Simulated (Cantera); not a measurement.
A closed system holds: 1 mol Fe2O3, 30 mol HCl, held at 10000 Pa.

Equilibrium computed with Cantera from the NASA thermochemical tables; the gas is ideal and each condensed phase is pure. Candidate condensed phases: Fe, FeCl2, FeCl3, FeO, Fe(OH)2, Fe(OH)3, Fe2O3, Fe3O4, H2O; 22 gas species. The numbers say what is thermodynamically allowed, not how fast it happens.

### Question
At 1700 K, list the 5 most abundant gas species with their mole fractions, and the condensed phases.

### Answer
HCl 0.805, H2O 0.0860, FeCl2 0.0638, Cl 0.0343, O2 0.00573. Condensed: gas only.
